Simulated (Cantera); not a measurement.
A closed system holds: 1 mol Si₃N₄, 30 mol HCl, a varied amount of H₂, equilibrated at 652 °C and 1.33 mbar.

Cantera equilibrium calculation (NASA polynomials, part measured and part estimated; ideal gas, pure solids and liquids). Candidate condensed phases: NH₄Cl, Si, Si₃N₄; 28 gas species. Kinetics and transport are ignored.

Task: Which condensed phases are stable at each of these points (n(H₂) (mol)): 3.8, 6.5, 9.3, 12, 15, 17, 20?

Result: 
| n(H₂) (mol) | condensed phases | Si condensed (%) |
|---|---|---|
| 3.8 | gas only | 0.0 |
| 6.5 | gas only | 0.0 |
| 9.3 | gas only | 0.0 |
| 12 | Si₃N₄(s) | 1.8 |
| 15 | Si₃N₄(s) | 8.6 |
| 17 | Si₃N₄(s) | 12.7 |
| 20 | Si₃N₄(s) | 18.3 |

From 3.8 mol H₂ to 9.3 mol H₂ nothing is condensed. From 12 mol H₂ to 20 mol H₂ the condensed part is Si₃N₄(s).
